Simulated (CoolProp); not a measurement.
Vapour-liquid equilibrium of CHF3 (R23) (1) + R227EA (2) at 252.4 K; x and y are mole fractions of (1).

Values from CoolProp's multi-fluid Helmholtz-energy mixture model, Penoncello 2003 and Lemmon 2016; pair parameters Bell 2016.

Task: Give the bubble pressure and the first vapour's composition at x = 0.5, 0.65, 0.8. Is there an azeotrope?

Result: x = 0.5: 0.7223 MPa, y = 0.922; x = 0.65: 0.9012 MPa, y = 0.949; x = 0.8: 1.083 MPa, y = 0.971. No azeotrope shows between x = 0.05 and 0.95.

Pair parameters are fitted to limited data, so mixtures are less certain than the pure fluids. The gap from Raoult's law changes sign with composition, which may be real or a fault of the pair parameters; it wasn't checked against measurements.
